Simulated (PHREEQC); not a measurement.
# Ultrapure water in contact with air or piping: an equilibrium model

Synthetic water in mmol/kgw, 25 °C, pH 5.86, pe 8.4:

| constituent | mmol/kgw |
|---|---|
| Na | 0.00388 |
| K | 0.000155 |
| Ca | 0.00178 |
| Mg | 0.000585 |
| Cl | 0.00118 |
| S(6) | 0.000429 |
| Alkalinity (meq/kgw) | 0.0068 |
| O(0) (counted as O atoms) | 2.11e-05 |
| F | 3.2e-06 |
| Ni | 3.69e-05 |

Valence states are taken as typed.

Equilibrium calculation in PHREEQC: ion-association model, wateq4f.dat.

```yaml
ionic_strength: 1.31e-5 mol/kgw
charge_balance_error: 0.0 %
```

```tsv
species	molality	activity	log γ
CO2	2.53e-5	2.53e-5	0.000
HCO3-	8.18e-6	8.14e-6	-0.002
Na+	3.88e-6	3.86e-6	-0.002
Ca+2	1.78e-6	1.75e-6	-0.007
H+	1.39e-6	1.38e-6	-0.002
Cl-	1.18e-6	1.17e-6	-0.002
Mg+2	5.85e-7	5.75e-7	-0.007
```

This is a speciation only: nothing precipitates in the calculation. Species that the database lacks are ignored.
